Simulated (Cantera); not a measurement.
**Adiabatic ignition**

An adiabatic, constant-volume homogeneous reactor starts with 3.00 % CH4, 16.7 % O2, 62.6 % N2, 17.7 % H2O, equivalence ratio 0.36, at 1648 K and 2.30 bar.

Detailed kinetics in Cantera: GRI-Mech 3.0 (53 species, 325 reactions).

```json
[
 {"t (s)": "1.00e-6", "T (K)": "1648", "P (bar)": "2.30", "x CH4": "0.0300", "x O2": "0.167", "x H2O": "0.177", "x O": "6.45e-8", "x C2H4": "1.70e-12"},
 {"t (s)": "2.70e-6", "T (K)": "1648", "P (bar)": "2.30", "x CH4": "0.0300", "x O2": "0.167", "x H2O": "0.177", "x O": "8.72e-8", "x C2H4": "8.79e-11"},
 {"t (s)": "7.30e-6", "T (K)": "1648", "P (bar)": "2.30", "x CH4": "0.0300", "x O2": "0.167", "x H2O": "0.177", "x O": "1.39e-7", "x C2H4": "3.41e-9"},
 {"t (s)": "1.97e-5", "T (K)": "1648", "P (bar)": "2.30", "x CH4": "0.0299", "x O2": "0.167", "x H2O": "0.177", "x O": "3.18e-7", "x C2H4": "1.30e-7"},
 {"t (s)": "5.34e-5", "T (K)": "1648", "P (bar)": "2.30", "x CH4": "0.0296", "x O2": "0.166", "x H2O": "0.177", "x O": "1.30e-6", "x C2H4": "6.44e-6"},
 {"t (s)": "0.000144", "T (K)": "1916", "P (bar)": "2.72", "x CH4": "0.00486", "x O2": "0.134", "x H2O": "0.206", "x O": "0.000779", "x C2H4": "0.000550"},
 {"t (s)": "0.000390", "T (K)": "2335", "P (bar)": "3.27", "x CH4": "<1e-12", "x O2": "0.105", "x H2O": "0.231", "x O": "0.00109", "x C2H4": "<1e-12"},
 {"t (s)": "0.00105", "T (K)": "2335", "P (bar)": "3.27", "x CH4": "<1e-12", "x O2": "0.105", "x H2O": "0.231", "x O": "0.00109", "x C2H4": "<1e-12"},
 {"t (s)": "0.00285", "T (K)": "2334", "P (bar)": "3.27", "x CH4": "<1e-12", "x O2": "0.104", "x H2O": "0.231", "x O": "0.00108", "x C2H4": "<1e-12"},
 {"t (s)": "0.00770", "T (K)": "2331", "P (bar)": "3.27", "x CH4": "<1e-12", "x O2": "0.104", "x H2O": "0.231", "x O": "0.00107", "x C2H4": "<1e-12"},
 {"t (s)": "0.0208", "T (K)": "2326", "P (bar)": "3.26", "x CH4": "<1e-12", "x O2": "0.103", "x H2O": "0.231", "x O": "0.00103", "x C2H4": "<1e-12"},
 {"t (s)": "0.0562", "T (K)": "2318", "P (bar)": "3.25", "x CH4": "<1e-12", "x O2": "0.101", "x H2O": "0.231", "x O": "0.000977", "x C2H4": "<1e-12"},
 {"t (s)": "0.152", "T (K)": "2314", "P (bar)": "3.24", "x CH4": "<1e-12", "x O2": "0.1000", "x H2O": "0.231", "x O": "0.000951", "x C2H4": "<1e-12"},
 {"t (s)": "0.411", "T (K)": "2314", "P (bar)": "3.24", "x CH4": "<1e-12", "x O2": "0.0999", "x H2O": "0.231", "x O": "0.000949", "x C2H4": "<1e-12"},
 {"t (s)": "1.11", "T (K)": "2314", "P (bar)": "3.24", "x CH4": "<1e-12", "x O2": "0.0999", "x H2O": "0.231", "x O": "0.000949", "x C2H4": "<1e-12"},
 {"t (s)": "3.00", "T (K)": "2314", "P (bar)": "3.24", "x CH4": "<1e-12", "x O2": "0.0999", "x H2O": "0.231", "x O": "0.000949", "x C2H4": "<1e-12"}
]
```
x: mole fraction; the columns are a selection and need not sum to one.

```
Quantity                                                           Value
---------------------------------  -------------------------------------
time of steepest temperature rise                               0.145 ms
temperature at 3.00 s                                             2314 K
equilibrium temperature                                           2314 K
x(CH4) at 3.00 s                   <1e-12 (gas-phase equilibrium <1e-12)
x(O2) at 3.00 s                    0.0999 (gas-phase equilibrium 0.0999)
x(H2O) at 3.00 s                     0.231 (gas-phase equilibrium 0.231)
```
